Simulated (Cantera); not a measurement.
An isothermal, constant-pressure homogeneous reactor starts with CH4 : H2O : H2 = 1 : 1.2 : 1.3 (molar parts), at 1475 K and 0.290 bar. Integrator tolerance rtol = 1e-08.

Model: GRI-Mech 3.0 (53 species, 325 reactions), integrated in Cantera.

Problem. What does this change do: H2 1.3 to 0.33 parts?

Solution. 
```
quantity                                             before                                     after
-----------------  ----------------------------------------  ----------------------------------------
x(CH4) at 2.00 s      0.153 (gas-phase equilibrium 1.28e-6)     0.161 (gas-phase equilibrium 1.09e-6)
x(H2O) at 2.00 s       0.305 (gas-phase equilibrium 0.0333)      0.387 (gas-phase equilibrium 0.0395)
x(H2) at 2.00 s         0.489 (gas-phase equilibrium 0.785)       0.365 (gas-phase equilibrium 0.740)
x(O) at 2.00 s      2.41e-12 (gas-phase equilibrium <1e-12)   2.72e-12 (gas-phase equilibrium <1e-12)
x(CH3) at 2.00 s   7.85e-5 (gas-phase equilibrium 7.06e-10)  9.21e-5 (gas-phase equilibrium 6.21e-10)
x(C2H4) at 2.00 s  0.00289 (gas-phase equilibrium 2.68e-12)  0.00354 (gas-phase equilibrium 2.20e-12)
```

Problem. What does this change do: temperature 1475 to 1998 K?

Solution. 
```csv
quantity,before,after
x(CH4) at 2.00 s,0.153 (gas-phase equilibrium 1.28e-6),2.56e-7 (gas-phase equilibrium 1.03e-8)
x(H2O) at 2.00 s,0.305 (gas-phase equilibrium 0.0333),0.0346 (gas-phase equilibrium 0.0346)
x(H2) at 2.00 s,0.489 (gas-phase equilibrium 0.785),0.781 (gas-phase equilibrium 0.781)
x(O) at 2.00 s,2.41e-12 (gas-phase equilibrium <1e-12),2.89e-8 (gas-phase equilibrium 2.89e-8)
x(CH3) at 2.00 s,7.85e-5 (gas-phase equilibrium 7.06e-10),1.71e-8 (gas-phase equilibrium 6.91e-10)
x(C2H4) at 2.00 s,0.00289 (gas-phase equilibrium 2.68e-12),2.70e-11 (gas-phase equilibrium <1e-12)
```
